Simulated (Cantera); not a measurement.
Input (Python, Cantera) and output of one run.

```python
import numpy as np
import cantera as ct

gas_names = [...]  # 118 gases of nasa_gas.yaml made of C, Cl, F, H
cond_names = """
    C(gr) C6H6(L) C7H8(L) C8H18(L),n-octa
""".split()


# ... load() reads the species with a 1 bar reference pressure and builds the phases ...
atoms = {
    'CHF3': {'C': 1, 'H': 1, 'F': 3},
    'HCl': {'H': 1, 'CL': 1},
    'H2': {'H': 2},
}
top_T = {'C(gr)': 4500}  # K; cautious upper limits of use, not melting points


# ... equilibrate(T, P, feed) seeds the gas with the atoms and calls Mixture.equilibrate('TP', solver="vcs", rtol=1e-11, max_steps=5000) ...
results = []
T = 2175  # K
P = 100000  # Pa
for m in [0.33, 0.65, 1.3, 2.5, 5, 9.9, 20]:
    feed = {'CHF3': 1, 'HCl': 0.065, 'H2': m}  # mol
    mix = equilibrate(T, P, feed)
    results.append((T, P, feed, dict(zip(mix.species_names, mix.species_moles))))

top = {s: max(r[3][s] / sum(r[3][g] for g in gas_names) for r in results) for s in gas_names}
cols = sorted((s for s in top if top[s] > 0.0001), key=lambda s: -top[s])[:9]
seen = [c for c in cond_names if any(r[3].get(c, 0) > 1e-12 for r in results)]
print("log10 of partial pressures in bar; condensed amounts in mol")
print(f"{'n(H2)':>10s}" + "".join(f"{s[:9]:>10s}" for s in cols + seen))
for T, P, feed, n in results:
    ng = sum(n[g] for g in gas_names)
    print(f"{feed['H2']:10.4g}" + "".join(f"{np.log10(max(n[s] / ng * P / 1e5, 1e-99)):10.3f}" for s in cols)
          + "".join(f"{n.get(c, 0):10.4g}" for c in seen))
```

Output:

```
log10 of partial pressures in bar; condensed amounts in mol
     n(H2)        HF        H2       CF4        CL       HCL       CF2         H         F       CF3     C(gr)
      0.33    -0.093    -6.027    -0.850    -1.635    -2.200    -1.801    -5.325    -2.493    -2.703    0.6614
      0.65    -0.043    -5.728    -1.249    -1.752    -2.168    -2.000    -5.175    -2.593    -3.002    0.8247
       1.3    -0.050    -1.054   -10.624    -3.641    -1.720    -6.688    -2.839    -4.937   -10.033    0.9987
       2.5    -0.183    -0.487   -12.289    -4.055    -1.850    -7.520    -2.555    -5.353   -11.283    0.9932
         5    -0.373    -0.250   -13.522    -4.362    -2.039    -8.136    -2.437    -5.661   -12.207    0.9815
       9.9    -0.602    -0.132   -14.674    -4.650    -2.268    -8.713    -2.377    -5.949   -13.071    0.9583
        20    -0.867    -0.068   -15.865    -4.948    -2.533    -9.308    -2.346    -6.247   -13.964    0.9103
```

Equilibrium computed with Cantera from the NASA thermochemical tables; the gas is ideal and each condensed phase is pure. Gases not in the tables: C2F6 and larger saturated fluorocarbons.
